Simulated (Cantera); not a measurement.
A freely propagating, adiabatic, planar premixed flame of H₂ : O₂ : N₂ = 1 : 0.333 : 1.25 (molar parts), equivalence ratio 1.5, unburnt at 650 K and 0.987 atm; mixture-averaged transport, grid criteria slope 0.08 and curve 0.16, no radiation.

Model: the H2/O2 subset of GRI-Mech 3.0, which has no nitrogen chemistry, integrated in Cantera. Burning velocities carry a grid error of a few per cent, more on coarse grids.

x: mole fraction of selected species; z is measured from the peak of heat release.

```json
[
 {"z (mm)": "-1.41", "T (K)": "650", "u (m/s)": "10.3", "x H₂": "0.387", "x O₂": "0.129", "x HO₂": "<1e-8", "x H": "<1e-8", "x H₂O": "<1e-8", "x OH": "<1e-8"},
 {"z (mm)": "-0.938", "T (K)": "650", "u (m/s)": "10.3", "x H₂": "0.387", "x O₂": "0.129", "x HO₂": "<1e-8", "x H": "<1e-8", "x H₂O": "<1e-8", "x OH": "<1e-8"},
 {"z (mm)": "-0.703", "T (K)": "650", "u (m/s)": "10.3", "x H₂": "0.387", "x O₂": "0.129", "x HO₂": "<1e-8", "x H": "<1e-8", "x H₂O": "<1e-8", "x OH": "<1e-8"},
 {"z (mm)": "-0.469", "T (K)": "650", "u (m/s)": "10.3", "x H₂": "0.387", "x O₂": "0.129", "x HO₂": "…", "x H": "1.91e-7", "x H₂O": "8.23e-8", "x OH": "<1e-8"},
 {"z (mm)": "-0.234", "T (K)": "666", "u (m/s)": "10.5", "x H₂": "0.384", "x O₂": "0.129", "x HO₂": "…", "x H": "0.000384", "x H₂O": "0.000833", "x OH": "6.78e-5"},
 {"z (mm)": "-0.117", "T (K)": "857", "u (m/s)": "13.3", "x H₂": "0.353", "x O₂": "0.123", "x HO₂": "…", "x H": "0.0100", "x H₂O": "0.0181", "x OH": "0.000718"},
 {"z (mm)": "0", "T (K)": "1287", "u (m/s)": "19.3", "x H₂": "0.230", "x O₂": "0.0772", "x HO₂": "…", "x H": "0.0597", "x H₂O": "0.114", "x OH": "0.00393"},
 {"z (mm)": "0.117", "T (K)": "1581", "u (m/s)": "23.4", "x H₂": "0.133", "x O₂": "0.0208", "x HO₂": "…", "x H": "0.0941", "x H₂O": "0.219", "x OH": "0.00860"},
 {"z (mm)": "0.234", "T (K)": "1710", "u (m/s)": "25.2", "x H₂": "0.117", "x O₂": "0.00847", "x HO₂": "…", "x H": "0.0923", "x H₂O": "0.244", "x OH": "0.0106"},
 {"z (mm)": "0.469", "T (K)": "1848", "u (m/s)": "26.9", "x H₂": "0.121", "x O₂": "0.00557", "x HO₂": "…", "x H": "0.0787", "x H₂O": "0.251", "x OH": "0.0120"},
 {"z (mm)": "0.938", "T (K)": "1995", "u (m/s)": "28.8", "x H₂": "0.127", "x O₂": "0.00404", "x HO₂": "…", "x H": "0.0624", "x H₂O": "0.258", "x OH": "0.0126"},
 {"z (mm)": "1.88", "T (K)": "2139", "u (m/s)": "30.5", "x H₂": "0.132", "x O₂": "0.00262", "x HO₂": "…", "x H": "0.0467", "x H₂O": "0.267", "x OH": "0.0120"},
 {"z (mm)": "3.75", "T (K)": "2268", "u (m/s)": "32.0", "x H₂": "0.136", "x O₂": "0.00147", "x HO₂": "…", "x H": "0.0329", "x H₂O": "0.275", "x OH": "0.0102"}
]
```

**Question.** Fill in the missing entries.

**Answer.** 
- -0.469, x HO₂: 9.26e-7
- -0.234, x HO₂: 0.000215
- -0.117, x HO₂: 0.000157
- 0, x HO₂: 6.74e-5
- 0.117, x HO₂: 1.76e-5
- 0.234, x HO₂: 6.78e-6
- 0.469, x HO₂: 4.06e-6
- 0.938, x HO₂: 2.70e-6
- 1.88, x HO₂: 1.69e-6
- 3.75, x HO₂: 9.76e-7
